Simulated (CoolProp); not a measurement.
Vapour-liquid equilibrium of n-butane (1) + acetone (2) at 91.95 °C; x and y are mole fractions of (1).

Model: multi-fluid Helmholtz-energy mixture model, Bücker 2006 and Lemmon 2006; pair parameters Bell 2016, in CoolProp.

Q: Give the bubble pressure and the first vapour's composition at x = 0.2, 0.5, 0.95. Is there an azeotrope?

A: x = 0.2: 0.7566 MPa, y = 0.628; x = 0.5: 1.069 MPa, y = 0.776; x = 0.95: 1.290 MPa, y = 0.958. No azeotrope shows between x = 0.05 and 0.95.

Pair parameters are fitted to limited data, so mixtures are less certain than the pure fluids. With so large a gap from Raoult's law the liquid may split in two, which this calculation doesn't test in full.
